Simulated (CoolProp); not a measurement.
Properties of R236FA along the isotherm 400 K (Tc = 398.1 K, pc = 3.191 MPa, ω = 0.377).

Values from CoolProp's reference Helmholtz-energy equation of state, Pan 2012.

```
p (MPa)  phase       Z  Prandtl number
-------  -----  ------  --------------
0.00505    gas  0.9995           0.669
0.00956    gas  0.9990           0.669
0.0181     gas  0.9981           0.669
0.0344     gas  0.9963           0.670
0.0652     gas  0.9930           0.671
0.124      gas  0.9866           0.673
0.234      gas  0.9745           0.678
0.444      gas  0.9509           0.687
0.842      gas  0.9039           0.708
1.6        gas  0.8032           0.766
```

Viscosity comes from a separate model (Huber 2003), an estimate that may be off by 10 % or more. Thermal conductivity comes from a separate model (Huber 2003), an estimate that may be off by 10 % or more.
